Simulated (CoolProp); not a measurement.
Ethylbenzene along the isotherm 346.85 °C: fugacity coefficient from the reference equation and from simpler models built on Tc = 344.0 °C, pc = 3.622 MPa, ω = 0.304; each cubic takes its own stable root.

Values from CoolProp's reference Helmholtz-energy equation of state, Zhou 2012.

| p (MPa) | phase | reference |
|---|---|---|
| 1.01 | gas | 0.9036 |
| 2.01 | gas | 0.8110 |
| 3.02 | gas | 0.7174 |
| 4.02 | supercritical | 0.6092 |
| 5.03 | supercritical | 0.5104 |
| 6.04 | supercritical | 0.4440 |
| 7.04 | supercritical | 0.3970 |
| 8.05 | supercritical | 0.3615 |
| 9.06 | supercritical | 0.3341 |

**Question.** How far does each simpler model (van der Waals, Soave-Redlich-Kwong, Peng-Robinson) lie from the reference over these 9 states: mean and median of the absolute difference, and the worst?

**Answer.** 
- van der Waals: mean 9.9 %, median 9.8 %, worst +18.8 % at 346.85 °C and 9.06 MPa
- Soave-Redlich-Kwong: mean 4.2 %, median 4.4 %, worst +8.1 % at 346.85 °C and 9.06 MPa
- Peng-Robinson: mean 0.9 %, median 0.9 %, worst +1.5 % at 346.85 °C and 9.06 MPa
